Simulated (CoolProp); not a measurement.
Vapour-liquid equilibrium of benzene (1) + o-xylene (2) at 418.5 K; x and y are mole fractions of (1).

The numbers come from the multi-fluid Helmholtz-energy mixture model, Thol 2012 and Zhou 2012; pair parameters Bell 2016 in CoolProp.

| x | bubble pressure (bar) | y at the bubble point | dew pressure at overall composition x (bar) | liquid density (mol/L) |
|---|---|---|---|---|
| 0.05 | 1.210 | 0.178 | 1.082 | … |
| 0.2 | 1.845 | 0.542 | 1.235 | 7.607 |
| 0.35 | 2.570 | 0.730 | 1.442 | 7.893 |
| 0.5 | … | 0.833 | 1.737 | 8.194 |
| 0.65 | 3.915 | … | … | … |
| 0.8 | 4.502 | 0.943 | … | 8.869 |
| 0.95 | 5.086 | 0.985 | 4.603 | 9.269 |

Problem. Some entries are withheld; supply them.

Solution. 
- 0.05, liquid density (mol/L): 7.330
- 0.5, bubble pressure (bar): 3.275
- 0.65, y at the bubble point: 0.896
- 0.65, dew pressure at overall composition x (bar): 2.198
- 0.65, liquid density (mol/L): 8.516
- 0.8, dew pressure at overall composition x (bar): 3.012

No azeotrope shows between x = 0.05 and 0.95.

Pair parameters are fitted to limited data, so mixtures are less certain than the pure fluids. The gap from Raoult's law changes sign with composition, which may be real or a fault of the pair parameters; it wasn't checked against measurements.
